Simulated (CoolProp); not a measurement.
Ethylene along the isobar 0.668 MPa: Z from the reference equation and from simpler models built on Tc = 282.4 K, pc = 5.042 MPa, ω = 0.087; each cubic takes its own stable root.

Model: reference Helmholtz-energy equation of state, Smukala 2000, in CoolProp.

```csv
T (K),phase,reference,van der Waals,Redlich-Kwong
127.8,liquid,0.02824,0.04347,0.02923
143.3,liquid,0.02604,0.03992,0.02692
158.9,liquid,0.02433,0.03722,0.02519
174.4,liquid,0.02304,0.03520,0.02395
189.9,liquid,0.02207,0.8896,0.02311
205.4,liquid,0.02141,0.9095,0.02269
220.9,gas,0.8965,0.9247,0.9025
236.4,gas,0.9178,0.9364,0.9206
251.9,gas,0.9333,0.9458,0.9344
267.4,gas,0.9451,0.9533,0.9452
282.9,gas,0.9542,0.9595,0.9538
298.4,gas,0.9614,0.9646,0.9607
```

At some of these states van der Waals gives the other phase, because its saturation line lies elsewhere.
